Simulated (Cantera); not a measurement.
Feed: 1 mol ZrO2, 5.5 mol H2, 6.8 mol N2, held at 1625 °C and 2.90 mbar.

These are equilibrium values from Cantera (NASA tables, ideal gas, pure condensed phases), not measurements of a reactor. Candidate condensed phases: H2O, Zr, ZrN, ZrO2; 28 gas species. Kinetics and transport are ignored.

Base state: N2 0.550, H2 0.440, H 0.00964, H2O 1.57e-5 (mole fractions); condensed: ZrO2(tetragonal).

**Question.** What changes in the equilibrium state with this change: temperature from 1625 °C to 1727 °C?

**Answer.** 
```tsv
species	before	after
N2	0.550	0.547
H2	0.440	0.433
H	0.00964	0.0199
H2O	1.57e-5	2.20e-5
ZrO2(tetragonal), mol	1.000	1.000
ZrN(s), mol	0	0.000135
```
Mutual solubility and eutectic melting of coexisting phases are not modelled. ZrN: taken at fixed stoichiometry. Condensed phases not in the tables: solid solutions among these carbides, nitrides and lower oxides.
